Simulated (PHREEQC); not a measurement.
Dissolve 0.0028 mol KOH and 0.00017 mol H3BO3 per kg of water at 25 °C. Closed to the air; pH follows from the charge balance.

Equilibrium calculation in PHREEQC: ion-association model, phreeqc.dat.

Each row changes one thing in this solution. Precipitation was switched off in this run.

```
case                                               pH  ionic strength (mol/kgw)  H3BO3 (mol/kgw)
----------------------------------------------  -----  ------------------------  ---------------
as made                                         11.39                   0.00280          1.13e-6
H3BO3 replaced by NH4BF4 at the same molality   11.26                   0.00280          1.52e-6
temperature from 25 to 85 °C                     9.89                   0.00280          1.33e-5
KOH from 0.0028 to 0.00028 mol/kgw              10.10                  0.000280          2.02e-5
KOH from 0.0028 to 0.028 mol/kgw                12.37                    0.0280          1.07e-7
H3BO3 replaced by Na2B4O7 at the same molality  11.36                   0.00314          4.82e-6
H3BO3 from 0.00017 to 0.000153 mol/kgw          11.39                   0.00280          1.01e-6
0.00023 mol/kgw NaCl added                      11.39                   0.00303          1.13e-6
```

Away from 25 °C the constants follow the database's enthalpies or fits; those with neither stay at their 25 °C values. Real BF4- forms and hydrolyses slowly; the run takes it at equilibrium.
